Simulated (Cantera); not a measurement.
Feed: 1 mol V, a varied amount of NH3, 1.2 mol N2, held at 2148 K and 31.0 mbar.

These are equilibrium values from Cantera (NASA tables, ideal gas, pure condensed phases), not measurements of a reactor. Candidate condensed phases: V, VN; 11 gas species. Mutual solubility and eutectic melting of coexisting phases are not modelled. VN: taken at fixed stoichiometry. Condensed phases not in the tables: V2N, N, O or C dissolved in the metal. Equilibrium is a limit: real reactors are often held back by kinetics, nucleation or transport.

x: gas mole fraction; n: condensed amount in mol.

```tsv
n(NH3) (mol)	x H2	x N2	x H	x V	n VN(s)	n V(s)
2	0.622	0.358	0.0187	0.000589	0.997	0
2.3	0.630	0.351	0.0188	0.000595	___	___
2.6	0.630	0.351	0.0188	0.000595	0.717	0.280
3	0.630	0.351	0.0188	0.000595	___	___
3.5	0.630	0.351	0.0188	0.000595	0.134	0.861
4.1	0.638	0.342	0.0189	0.000595	0	0.994
4.7	0.649	0.332	0.0191	0.000595	0	0.994
5.5	0.660	0.320	0.0192	0.000595	0	0.993
6.3	0.668	0.312	0.0193	0.000595	0	0.992
7.3	0.676	0.304	0.0195	0.000595	0	0.991
8.5	0.683	0.296	0.0196	0.000595	0	0.989
9.9	0.690	0.290	0.0197	0.000595	0	0.987
11	0.694	0.286	0.0197	0.000595	0	0.986
```

Problem. Complete the blanks.

Solution. 
- 2.3, n VN(s): 0.911
- 2.3, n V(s): 0.0859
- 3, n VN(s): 0.458
- 3, n V(s): 0.538
